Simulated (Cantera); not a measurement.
A perfectly stirred reactor is fed with C2H6 : H2 = 1 : 74 (molar parts), at 20.0 Torr; it is held at 1975 K, and followed from long to short residence time.

Detailed kinetics in Cantera: GRI-Mech 3.0 (53 species, 325 reactions). GRI-Mech 3.0 stops at C3 and has no aromatics, soot or wall deposition, so with more carbon than oxygen in the feed, carbon stays in small species such as C2H2 where larger ones or solid carbon would form. Radical loss at walls, strong at low pressure, is not modelled.

Problem. What does this change do: temperature 1975 to 1000 K?

Solution. 
| quantity | before | after |
|---|---|---|
| x(C2H6) at τ = 8.00 s | 3.05e-8 | 0.00527 |
| x(H2) at τ = 8.00 s | 0.979 | 0.986 |
| x(C2H2) at τ = 8.00 s | 0.0126 | 5.99e-5 |
| x(CH4) at τ = 8.00 s | 0.000556 | 0.00142 |
| x(C2H) at τ = 8.00 s | 1.79e-6 | <1e-12 |
| x(C2H6) at τ = 18.0 ms | 1.50e-5 | 0.0133 |
| x(H2) at τ = 18.0 ms | 0.975 | 0.987 |
| x(C2H2) at τ = 18.0 ms | 0.00711 | 2.16e-12 |
| x(CH4) at τ = 18.0 ms | 0.0104 | 1.78e-7 |
| x(C2H) at τ = 18.0 ms | 8.02e-7 | <1e-12 |

Problem. What does this change do: temperature 1975 to 2000 K?

Solution. 
```json
[
 {"quantity": "x(C2H6) at τ = 8.00 s", "before": "3.05e-8", "after": "2.46e-8"},
 {"quantity": "x(H2) at τ = 8.00 s", "before": "0.979", "after": "0.977"},
 {"quantity": "x(C2H2) at τ = 8.00 s", "before": "0.0126", "after": "0.0127"},
 {"quantity": "x(CH4) at τ = 8.00 s", "before": "0.000556", "after": "0.000452"},
 {"quantity": "x(C2H) at τ = 8.00 s", "before": "1.79e-6", "after": "2.32e-6"},
 {"quantity": "x(C2H6) at τ = 18.0 ms", "before": "1.50e-5", "after": "1.28e-5"},
 {"quantity": "x(H2) at τ = 18.0 ms", "before": "0.975", "after": "0.974"},
 {"quantity": "x(C2H2) at τ = 18.0 ms", "before": "0.00711", "after": "0.00743"},
 {"quantity": "x(CH4) at τ = 18.0 ms", "before": "0.0104", "after": "0.00974"},
 {"quantity": "x(C2H) at τ = 18.0 ms", "before": "8.02e-7", "after": "1.01e-6"}
]
```
